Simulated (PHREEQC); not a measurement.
Consider water at 25 °C with 1.6 mmol/kgw CdSO4, 0.032 mmol/kgw KCl and 0.19 mmol/kgw FeSO4. Closed to the air; pH follows from the charge balance.

All values are PHREEQC results (ion-association model, wateq4f.dat), not measurements.

Question: The ionic strength comes out as 0.00592 mol/kgw. What activity coefficients do Cd(SO4)2-2, Cl-, K+, SO4-2, Cd+2 get?

Answer: Cd(SO4)2-2 0.72, Cl- 0.92, K+ 0.92, SO4-2 0.72, Cd+2 0.72.

This is a speciation only: nothing precipitates in the calculation. Complexes and solids missing from the database can't appear.
